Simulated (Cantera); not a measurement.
A Cantera script and what it prints.

```python
import numpy as np
import cantera as ct

gas_names = """
    AL ALC ALH ALN ALO ALOH ALO2 ALO2H AL2 AL2O AL2O2 C CH CH2 CH3 CH2OH CH3O CH4 CH3OH CN CO CO2 COOH
    C2 C2H CHCO,ketyl C2H2,acetylene C2H2,vinylidene CH2CO,ketene C2H3,vinyl CH3CN CH3CO,acetyl C2H4
    C2H4O,ethylen CH3CHO,ethanal CH3COOH (HCOOH)2 C2H5 C2H6 CH3OCH3 C2H5OH CCN CNC C2N2 C2O C3
    C3H3,propargyl C3H4,allene C3H4,propyne C3H4,cyclo- C3H5,allyl C3H6,propylene C3H6,cyclo- C3H6O
    C3H7,n-propyl C3H7,i-propyl C3H8 C3H8O,1propanol C3H8O,2propanol C3O2 C4 C4H2 C4H4,1,3-cyclo-
    C4H6,butadiene C4H6,2-butyne C4H6,cyclo- C4H8,1-butene C4H8,cis2-buten C4H8,tr2-butene
    C4H8,isobutene C4H8,cyclo- (CH3COOH)2 C4H9,n-butyl C4H9,i-butyl C4H9,s-butyl C4H9,t-butyl
    C4H10,isobutane C4H10,n-butane C4N2 C5 C5H6,1,3cyclo- C5H8,cyclo- C5H10,1-pentene C5H10,cyclo-
    C5H11,pentyl C5H11,t-pentyl C5H12,n-pentane C5H12,i-pentane CH3C(CH3)2CH3 C6H2 C6H5,phenyl
    C6H5O,phenoxy C6H6 C6H5OH,phenol C6H10,cyclo- C6H12,1-hexene C6H12,cyclo- C6H13,n-hexyl C7H7,benzyl
    C7H8 C7H8O,cresol C7H14,1-heptene C7H15,n-heptyl C7H16,n-heptane C8H8,styrene C8H10,ethylbenz
    C8H16,1-octene C8H17,n-octyl C8H18,isooctane C8H18,n-octane C9H19,n-nonyl C10H8,naphthale
    C10H21,n-decyl C12H9,o-bipheny C12H10,bipheny H HALO HCN HCO HCCN HNC HNCO HNO HNO2 HNO3 HO2 H2
    HCHO,formaldehy HCOOH H2O H2O2 N NCO NH NH2 NH3 NH2OH NO NO2 NO3 N2 N2H2 N2H4 N2O O OH O2 O3
""".split()
cond_names = """
    AL(cr) AL(L) ALN(s) AL2O3(a) AL2O3(L) C(gr) C6H6(L) C7H8(L) C8H18(L),n-octa H2O(s) H2O(L)
""".split()


def load(file, names, dense=False):
    # The tables refer to 1 bar. Condensed volumes are neglected.
    table = {s.name: s for s in ct.Species.list_from_file(file)}
    out = []
    for n in names:
        d = dict(table[n].input_data)
        d["thermo"] = dict(d["thermo"], **{"reference-pressure": 1e5})
        if dense:
            d["equation-of-state"] = {"model": "constant-volume", "density": "1e6 g/cm^3"}
        out.append(ct.Species.from_dict(d))
    return out


gas = ct.Solution(thermo="ideal-gas", species=load("nasa_gas.yaml", gas_names))
cond = {s.name: ct.Solution(thermo="fixed-stoichiometry", species=[s], name=s.name)
        for s in load("nasa_condensed.yaml", cond_names, dense=True)}
atoms = {
    'Al(CH3)3': {'AL': 1, 'C': 3, 'H': 9},
    'N2O': {'N': 2, 'O': 1},
    'N2': {'N': 2},
}
top_T = {'ALN(s)': 2750, 'C(gr)': 4500}  # K; cautious upper limits of use, not melting points


def equilibrate(T, P, feed):
    n = {}
    for name, mol in feed.items():
        for a, k in atoms[name].items():
            n[a] = n.get(a, 0.0) + k * mol
    gas.TPX = T, P, n
    mass = sum(n.values()) * gas.mean_molecular_weight
    gas.equilibrate("TP")
    valid = [c for c in cond.values() if c.min_temp <= T <= top_T.get(c.name, c.max_temp)]
    mix = ct.Mixture([(gas, mass / gas.mean_molecular_weight)] + [(c, 0.0) for c in valid])
    mix.T, mix.P = T, P
    mix.equilibrate("TP", solver="vcs", rtol=1e-11, max_steps=5000)
    return mix


results = []
feed = {'Al(CH3)3': 1, 'N2O': 0.54, 'N2': 14}  # mol
P = 3200  # Pa
for T in [1075, 1125, 1175, 1225, 1275, 1325, 1375, 1425, 1475, 1525, 1575, 1625]:
    mix = equilibrate(T, P, feed)
    results.append((T, P, feed, dict(zip(mix.species_names, mix.species_moles))))
    x = sorted(zip(gas.X, gas.species_names), reverse=True)
    print(f"T = {T:g} K  P = {P:g} Pa  gas = {mix.phase_moles(0):.4g} mol")
    print("   x: " + "  ".join(f"{s} {v:.3e}" for v, s in x if v > 1e-06))
    print("   condensed (mol): " + ("  ".join(f"{mix.phase(i).name} {mix.phase_moles(i):.4g}"
          for i in range(1, mix.n_phases) if mix.phase_moles(i) > 1e-12) or "none"))
```

It prints:

```
T = 1075 K  P = 3200 Pa  gas = 18.72 mol
   x: N2 7.596e-01  H2 2.402e-01  CO 8.711e-05  CH4 8.328e-05  HCN 6.771e-06  NH3 1.202e-06
   condensed (mol): ALN(s) 0.6411  AL2O3(a) 0.1795  C(gr) 2.997
T = 1125 K  P = 3200 Pa  gas = 18.72 mol
   x: N2 7.594e-01  H2 2.402e-01  CO 2.761e-04  CH4 5.329e-05  HCN 1.311e-05
   condensed (mol): ALN(s) 0.6434  AL2O3(a) 0.1783  C(gr) 2.994
T = 1175 K  P = 3200 Pa  gas = 18.73 mol
   x: N2 7.590e-01  H2 2.402e-01  CO 7.917e-04  CH4 3.535e-05  HCN 2.398e-05
   condensed (mol): ALN(s) 0.6499  AL2O3(a) 0.1751  C(gr) 2.984
T = 1225 K  P = 3200 Pa  gas = 18.75 mol
   x: N2 7.579e-01  H2 2.400e-01  CO 2.078e-03  HCN 4.169e-05  CH4 2.420e-05
   condensed (mol): ALN(s) 0.666  AL2O3(a) 0.167  C(gr) 2.96
T = 1275 K  P = 3200 Pa  gas = 18.78 mol
   x: N2 7.554e-01  H2 2.395e-01  CO 5.044e-03  HCN 6.925e-05  CH4 1.701e-05  H 2.017e-06
   condensed (mol): ALN(s) 0.7032  AL2O3(a) 0.1484  C(gr) 2.904
T = 1325 K  P = 3200 Pa  gas = 18.86 mol
   x: N2 7.500e-01  H2 2.385e-01  CO 1.142e-02  HCN 1.103e-04  CH4 1.222e-05  H 4.464e-06
   condensed (mol): ALN(s) 0.7836  AL2O3(a) 0.1082  C(gr) 2.782
T = 1375 K  P = 3200 Pa  gas = 19.03 mol
   x: N2 7.392e-01  H2 2.364e-01  CO 2.424e-02  HCN 1.687e-04  H 9.313e-06  CH4 8.900e-06  HNC 1.829e-06
   condensed (mol): ALN(s) 0.9476  AL2O3(a) 0.02622  C(gr) 2.535
T = 1425 K  P = 3200 Pa  gas = 19.08 mol
   x: N2 7.357e-01  H2 2.357e-01  CO 2.830e-02  HCN 2.522e-04  H 1.851e-05  CH4 6.698e-06  HNC 3.294e-06
   condensed (mol): ALN(s) 1  C(gr) 2.455
T = 1475 K  P = 3200 Pa  gas = 19.08 mol
   x: N2 7.357e-01  H2 2.356e-01  CO 2.830e-02  HCN 3.679e-04  H 3.519e-05  HNC 5.718e-06  CH4 5.164e-06  C2H2,acetylene 1.571e-06
   condensed (mol): ALN(s) 1  C(gr) 2.453
T = 1525 K  P = 3200 Pa  gas = 19.08 mol
   x: N2 7.356e-01  H2 2.355e-01  CO 2.830e-02  HCN 5.233e-04  H 6.418e-05  HNC 9.567e-06  CH4 4.050e-06  C2H2,acetylene 2.848e-06
   condensed (mol): ALN(s) 1  C(gr) 2.45
T = 1575 K  P = 3200 Pa  gas = 19.08 mol
   x: N2 7.354e-01  H2 2.354e-01  CO 2.830e-02  HCN 7.277e-04  H 1.127e-04  HNC 1.549e-05  C2H2,acetylene 4.967e-06  CH4 3.225e-06
   condensed (mol): ALN(s) 1  C(gr) 2.446
T = 1625 K  P = 3200 Pa  gas = 19.08 mol
   x: N2 7.353e-01  H2 2.352e-01  CO 2.830e-02  HCN 9.912e-04  H 1.913e-04  HNC 2.432e-05  C2H2,acetylene 8.364e-06  CH4 2.603e-06
   condensed (mol): ALN(s) 1  C(gr) 2.44
```

Cantera equilibrium calculation (NASA polynomials, part measured and part estimated; ideal gas, pure solids and liquids). The feed counts by its element totals alone. Mutual solubility and eutectic melting of coexisting phases are not modelled.
